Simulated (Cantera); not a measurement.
A perfectly stirred reactor is fed with 47.6 % NO, 52.4 % N2, at 750 Torr; it is held at 2025 K, and followed from long to short residence time.

Cantera simulation using GRI-Mech 3.0 (53 species, 325 reactions); the numbers are that mechanism's predictions, not measurements.

One state of this run: x NO = 0.446; x N2 = 0.539; x NO2 = 0.000236; x O2 = 0.0148; x O = 0.000126; x N2O = 9.32e-5. x: mole fraction; the columns are a selection and need not sum to one.

Which value of τ (s) does it belong to?
A) 0.041
B) 0.0038
C) 0.0085
D) 0.97

A, 0.041
